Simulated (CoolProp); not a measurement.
Properties of chlorine along the isotherm 434.7 K (Tc = 416.9 K, pc = 7.642 MPa, ω = 0.070).

Values from CoolProp's reference Helmholtz-energy equation of state, Thol 2021.

```csv
p (MPa),phase,isothermal compressibility (1/MPa),expansivity (1/kK)
1.04,gas,1.001,2.612
2.08,gas,0.5252,3.006
3.13,gas,0.3700,3.529
4.17,gas,0.2984,4.244
5.21,gas,0.2624,5.295
6.25,gas,0.2491,6.997
7.29,gas,0.2600,10.23
8.34,supercritical,0.3246,18.75
9.38,supercritical,0.5998,58.09
10.4,supercritical,0.1776,27.99
11.5,supercritical,0.06583,13.27
```
